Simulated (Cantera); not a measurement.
Charge: 1 mol Si, 8.4 mol Cl2, 0.49 mol H2, held at 0.110 bar.

Cantera equilibrium calculation (NASA polynomials, part measured and part estimated; ideal gas, pure solids and liquids). Candidate condensed phases: Si; 19 gas species. The numbers say what is thermodynamically allowed, not how fast it happens. All values below are at 1100 K.

Base state: Cl2 0.746, SiCl4 0.126, HCl 0.124, Cl 0.00395 (mole fractions); condensed: gas only.

**Question.** What changes in the equilibrium state with this change: pressure from 0.110 bar to 1.33 mbar?

**Answer.** 
```tsv
species	before	after
Cl2	0.746	0.718
SiCl4	0.126	0.125
HCl	0.124	0.122
Cl	0.00395	0.0352
```
